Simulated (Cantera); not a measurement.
Input: 1 mol SiH₂Cl₂, 0.058 mol Cl₂, 4 mol H₂, held at 0.0190 bar.

These are equilibrium values from Cantera (NASA tables, ideal gas, pure condensed phases), not measurements of a reactor. Candidate condensed phases: Si; 19 gas species. The tables' values for SiCl₃ are old estimates; treat these amounts as uncertain. Rates play no part. All values below are at 1323 K.

Base state: H₂ 0.775, HCl 0.134, SiCl₂ 0.0630, SiCl₄ 0.0125, SiCl₃ 0.0120, SiHCl₃ 0.00369, SiH₂Cl₂ 0.000156, H 1.01e-5 (mole fractions); condensed: Si(s).

**Question.** What changes in the equilibrium state with this change: pressure from 0.0190 bar to 0.850 bar?

**Answer.** 
```csv
species,before,after
H₂,0.775,0.835
HCl,0.134,0.0717
SiCl₄,0.0125,0.0401
SiCl₂,0.0630,0.0168
SiHCl₃,0.00369,0.0237
SiCl₃,0.0120,0.0111
SiH₃Cl,1.85e-6,4.79e-5
SiH₂Cl₂,0.000156,0.00200
H,1.01e-5,1.57e-6
"Si(s), mol",0.459,0.470
```

**Question.** What changes in the equilibrium state with this change: 1.7 mol CH₄ added?

**Answer.** 
| species | before | after |
|---|---|---|
| H₂ | 0.775 | 0.778 |
| HCl | 0.134 | 0.221 |
| SiCl₂ | 0.0630 | 0.000570 |
| SiCl₄ | 0.0125 | 0.000309 |
| SiCl₃ | 0.0120 | 0.000179 |
| CH₄ | 0 | 7.82e-5 |
| SiH₂Cl₂ | 0.000156 | 1.41e-6 |
| Si(s), mol | 0.459 | 0 |
| C(graphite), mol | 0 | 0.710 |
| SiC(s), mol | 0 | 0.989 |
Further candidate phases: C, C₆H₆, C₇H₈, C₈H₁₈, SiC.
